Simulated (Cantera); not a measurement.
Charge: 1 mol Si, a varied amount of Cl2, 12 mol H2, at 1425 K and 13500 Torr.

Method: chemical equilibrium by Gibbs-energy minimisation in Cantera with the NASA 1993 tables (ideal gas, pure condensed phases). Candidate condensed phases: Si; 19 gas species. The tables' values for SiCl3 are old estimates; treat these amounts as uncertain. Gases not in the tables: Si2H6 and higher silanes. Equilibrium is a limit: real reactors are often held back by kinetics, nucleation or transport.

x: gas mole fraction; n: condensed amount in mol.

```csv
n(Cl2) (mol),x H2,x HCl,x SiHCl3,x SiCl4,x SiCl2,n Si(s)
0.5,0.952,0.0295,0.00774,0.00306,0.00276,0.774
0.63,0.943,0.0324,0.0103,0.00454,0.00336,0.701
0.76,0.935,0.0348,0.0129,0.00615,0.00391,0.626
0.89,0.927,0.0368,0.0155,0.00786,0.00442,0.552
1,0.921,0.0384,0.0176,0.00938,0.00483,0.488
1.2,0.910,0.0408,0.0214,0.0123,0.00552,0.373
1.3,0.904,0.0418,0.0233,0.0138,0.00585,0.315
1.4,0.899,0.0428,0.0251,0.0153,0.00616,0.257
1.5,0.894,0.0437,0.0269,___,0.00646,___
1.7,0.884,0.0454,0.0304,0.0200,0.00704,0.0831
1.8,0.879,0.0462,0.0322,0.0216,0.00732,___
1.9,0.872,0.0512,0.0324,0.0243,0.00666,0
2.1,0.855,0.0693,0.0298,0.0309,0.00452,0
```

Q: What belongs in the gaps?

A: 
- 1.8, n Si(s): 0.0252
- 1.5, x SiCl4: 0.0168
- 1.5, n Si(s): 0.199
